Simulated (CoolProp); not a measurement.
R1336mzz(Z) along the isobar 39.2 bar: fugacity coefficient from the reference equation and from simpler models built on Tc = 444.5 K, pc = 29.04 bar, ω = 0.386; each cubic takes its own stable root.

Model: reference Helmholtz-energy equation of state, McLinden 2020, in CoolProp.

```
T (K)   phase  reference  van der Waals  Redlich-Kwong  Soave-Redlich-Kwong  Peng-Robinson
-----  ------  ---------  -------------  -------------  -------------------  -------------
195.4  liquid   2.687e-5        0.01248      0.0003135             2.860e-5       3.282e-5
201.5  liquid   5.092e-5        0.01549      0.0005175             5.365e-5       6.045e-5
207.5  liquid   9.139e-5        0.01891      0.0008166             9.550e-5      0.0001059
213.5  liquid  0.0001576        0.02282       0.001247            0.0001637      0.0001789
219.6  liquid  0.0002644        0.02734       0.001860            0.0002731      0.0002945
225.6  liquid  0.0004252        0.03232       0.002681            0.0004378      0.0004664
231.6  liquid  0.0006637        0.03788       0.003772            0.0006816      0.0007182
237.7  liquid   0.001014        0.04413       0.005217             0.001040       0.001085
243.7  liquid   0.001501        0.05088       0.007030             0.001538       0.001589
249.8  liquid   0.002181        0.05838       0.009339             0.002235       0.002291
255.8  liquid   0.003084        0.06639        0.01214             0.003161       0.003216
261.8  liquid   0.004273        0.07503        0.01552             0.004384       0.004430
267.9  liquid   0.005842        0.08446        0.01965             0.006001       0.006027
```
